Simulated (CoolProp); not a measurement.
50 sccm (0 °C, 1 atm) of nitrogen bubbles through liquid n-perfluorohexane at 304.4 K and leaves saturated at a total pressure of 0.15 MPa (ideal gas phase). Each further row changes one setting.

Model: reference Helmholtz-energy equation of state, Gao 2022, in CoolProp.

| case | vapour pressure (kPa) | mole fraction of vapour | delivery (mg/min) | delivery (sccm) | change of delivery for a bath 1 K warmer (%) |
|---|---|---|---|---|---|
| as stated | 38.4 | (withheld) | 259 | 17.2 | (withheld) |
| bath temperature 309.4 K | 47.1 | 0.314 | (withheld) | (withheld) | (withheld) |
| total pressure 0.3 MPa | 38.4 | 0.128 | 111 | 7.34 | (withheld) |

Question: Complete the blanks.

Answer: 
- as stated, mole fraction of vapour: 0.256
- as stated, change of delivery for a bath 1 K warmer (%): 5.8
- bath temperature 309.4 K, delivery (mg/min): 345
- bath temperature 309.4 K, delivery (sccm): 22.9
- bath temperature 309.4 K, change of delivery for a bath 1 K warmer (%): 6.0
- total pressure 0.3 MPa, change of delivery for a bath 1 K warmer (%): 4.9
